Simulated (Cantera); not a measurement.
# Low-pressure radical oxidation in H2/O2

An isothermal, constant-pressure homogeneous reactor starts with 2.53 % H₂, 97.5 % O₂, equivalence ratio 0.013, at 1248 K and 0.0267 bar.

Computed with Cantera and the H2/O2 subset of GRI-Mech 3.0, which has no nitrogen chemistry. Radical loss at walls, strong at low pressure, is not modelled.

```tsv
t (s)	x H₂	x O₂	x H₂O	x O	x OH
0.000200	0.0253	0.975	4.35e-8	5.07e-8	3.80e-8
0.000616	0.0253	0.975	4.09e-6	3.32e-6	2.38e-6
0.00190	0.00252	0.956	0.0193	0.0154	0.00383
0.00585	0.000214	0.956	0.0233	0.0166	0.00201
0.0180	0.000136	0.963	0.0241	0.0103	0.00161
0.0555	4.89e-5	0.970	0.0250	0.00364	0.000965
0.171	9.38e-6	0.973	0.0254	0.000694	0.000425
0.527	1.38e-6	0.974	0.0256	0.000103	0.000164
1.62	2.23e-7	0.974	0.0256	1.67e-5	6.64e-5
5.00	4.51e-8	0.974	0.0257	3.41e-6	3.00e-5
```
x: mole fraction; the columns are a selection and need not sum to one.

Equilibrium at this temperature and pressure: H₂ 5.32e-9, O₂ 0.974, H₂O 0.0257, O 4.05e-7, OH 1.03e-5 (gas phase only).
